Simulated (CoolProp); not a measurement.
Vapour pressure (kPa) of R123: the reference equation beside estimates from Tc = 456.8 K, pc = 3662 kPa, ω = 0.282. Clausius-Clapeyron is anchored at 394.2 K with a constant enthalpy of vaporisation of 18.31 kJ/mol.

Values from CoolProp's reference Helmholtz-energy equation of state, Younglove 1994. It is a modified Benedict-Webb-Rubin equation, recast in Helmholtz form.

| T (K) | reference | Clausius-Clapeyron | Redlich-Kwong | Peng-Robinson |
|---|---|---|---|---|
| 344.2 | 388.0 | 543.8 | 578.6 | 385.9 |
| 356.7 | 534.3 | 680.5 | 755.8 | 531.8 |
| 369.2 | 718.5 | 838.7 | 967.7 | 716.2 |
| 381.7 | 946.5 | 1020 | 1217 | 945.1 |
| 394.2 | 1224 | 1224 | 1507 | 1225 |
| 406.7 | 1559 | 1454 | 1840 | 1563 |
| 419.2 | 1958 | 1709 | 2219 | 1967 |
| 431.7 | 2430 | 1989 | 2647 | 2444 |

Absolute difference from the reference over all 8 rows, mean and median: Clausius-Clapeyron 16.2 and 14.7 %, Redlich-Kwong 27.2 and 25.8 %, Peng-Robinson 0.4 and 0.4 %.
